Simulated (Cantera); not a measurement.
A closed system holds: 1 mol MgO, 0.44 mol CH4, 0.047 mol CO, held at 130000 Pa.

Equilibrium computed with Cantera from the NASA thermochemical tables; the gas is ideal and each condensed phase is pure. Candidate condensed phases: C, C6H6, C7H8, C8H18, H2O, Mg, MgCO3, MgO, Mg(OH)2; 116 gas species. The tables' values for MgH are old estimates; treat these amounts as uncertain. The numbers say what is thermodynamically allowed, not how fast it happens.

At 1700 K, list the 6 most abundant gas species with their mole fractions, and the condensed phases.

H2 0.944, CO 0.0527, Mg 0.00221, CH4 0.00127, H 0.000126, C2H2 (acetylene) 6.93e-5. Condensed: C(graphite) + MgO(s).
